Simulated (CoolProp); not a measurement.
A single-stage vapour-compression cycle with R507A: evaporating at 275.15 K (dew point), condensing at 325.15 K (bubble point), superheat 10 K, subcooling 8 K, compressor efficiency 0.8, no pressure losses. Each further row changes one setting.

The numbers come from the reference Helmholtz-energy equation of state, Lemmon 2003 in CoolProp. It is a pseudo-pure fit of the blend.

```json
[
 {"case": "as stated", "cooling COP": "3.20", "pressure ratio": "3.72", "discharge temperature (K)": "344.5", "refrigerating effect (kJ/kg)": "107", "volumetric capacity (kJ/m³)": "3450"},
 {"case": "evaporating temperature 280.15 K", "cooling COP": "3.73", "pressure ratio": "3.19", "discharge temperature (K)": "343.5", "refrigerating effect (kJ/kg)": "110", "volumetric capacity (kJ/m³)": "4120"},
 {"case": "condensing temperature 320.15 K", "cooling COP": "3.76", "pressure ratio": "3.32", "discharge temperature (K)": "338.7", "refrigerating effect (kJ/kg)": "115", "volumetric capacity (kJ/m³)": "3710"},
 {"case": "subcooling 13 K", "cooling COP": "3.45", "pressure ratio": "3.72", "discharge temperature (K)": "344.5", "refrigerating effect (kJ/kg)": "115", "volumetric capacity (kJ/m³)": "3720"},
 {"case": "superheat 20 K", "cooling COP": "3.27", "pressure ratio": "3.72", "discharge temperature (K)": "353.8", "refrigerating effect (kJ/kg)": "117", "volumetric capacity (kJ/m³)": "3560"},
 {"case": "compressor efficiency 0.7", "cooling COP": "2.80", "pressure ratio": "3.72", "discharge temperature (K)": "348.1", "refrigerating effect (kJ/kg)": "107", "volumetric capacity (kJ/m³)": "3450"}
]
```
